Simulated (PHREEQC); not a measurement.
4 g of hydrous ferric oxide (600 m²/g; 0.2 weak and 0.005 strong sites per Fe, Dzombak-Morel constants, diffuse double layer) in 1 kg of water with 0.3 mol/kgw of an inert sodium salt and 0.0048 mol/kgw PbCl2 and 0.0016 mol/kgw CuSO4, at 25 °C; the pH is set by adding NaOH or the inert anion's acid. Oxygen alone is held at its pressure in air (log pO2 = -0.68). No CO2 enters from the air. Nothing may precipitate in this run.

Model: ion-association model, wateq4f.dat, run in PHREEQC.

```csv
pH,Pb sorbed (%),S sorbed (%),Cu sorbed (%),surface charge σ (C/m²),surface potential ψ (mV)
4,6.4,91.8,4.1,0.241,103
4.38,13.2,90.4,17.7,0.232,101
4.75,32.4,87.3,47.1,0.220,99
5.12,59.7,82.4,74.9,0.210,97
5.5,81.6,76.4,90.2,0.202,95
5.88,93.0,71.2,96.5,0.194,93
6.25,97.4,67.0,98.7,0.185,91
6.62,99.0,62.7,99.5,0.177,89
7,99.6,56.8,99.7,0.169,86
7.38,99.8,47.9,99.6,0.162,84
7.75,99.9,36.3,99.2,0.155,82
8.12,99.9,23.6,97.5,0.148,80
8.5,99.9,12.5,91.6,0.138,77
8.88,99.9,5.2,78.5,0.121,71
9.25,99.8,1.8,61.0,0.098,61
9.62,99.8,0.6,43.2,0.074,50
10,99.7,0.2,27.2,0.052,38
```

Along this series the solution becomes supersaturated in solids that the run did not let form, among them Cu(OH)2, Brochantite, Antlerite, Atacamite, Anglesite. Species that the database lacks are ignored. The database's constant for dissolved Cu(OH)2 is higher than later reviews accept.
